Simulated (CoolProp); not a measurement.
R152A along the isotherm 226.85 °C: fugacity coefficient from the reference equation and from simpler models built on Tc = 113.3 °C, pc = 45.17 bar, ω = 0.275; each cubic takes its own stable root.

The numbers come from the reference Helmholtz-energy equation of state, Outcalt 1996 in CoolProp. It is a modified Benedict-Webb-Rubin equation, recast in Helmholtz form.

```tsv
p (bar)	phase	reference
37.6	gas	0.8865
75.3	supercritical	0.7856
113	supercritical	0.7003
151	supercritical	0.6332
188	supercritical	0.5860
226	supercritical	0.5522
263	supercritical	0.5295
301	supercritical	0.5139
339	supercritical	0.5040
376	supercritical	0.4985
414	supercritical	0.4963
452	supercritical	0.4969
```

How far does each simpler model (van der Waals, Redlich-Kwong, Soave-Redlich-Kwong, Peng-Robinson) lie from the reference over these 12 states: mean and median of the absolute difference, and the worst?


- van der Waals: mean 5.7 %, median 5.2 %, worst +14.4 % at 226.85 °C and 452 bar
- Redlich-Kwong: mean 2.3 %, median 2.4 %, worst +4.5 % at 226.85 °C and 452 bar
- Soave-Redlich-Kwong: mean 14.7 %, median 15.6 %, worst +26.5 % at 226.85 °C and 452 bar
- Peng-Robinson: mean 4.7 %, median 5.1 %, worst +9.3 % at 226.85 °C and 452 bar
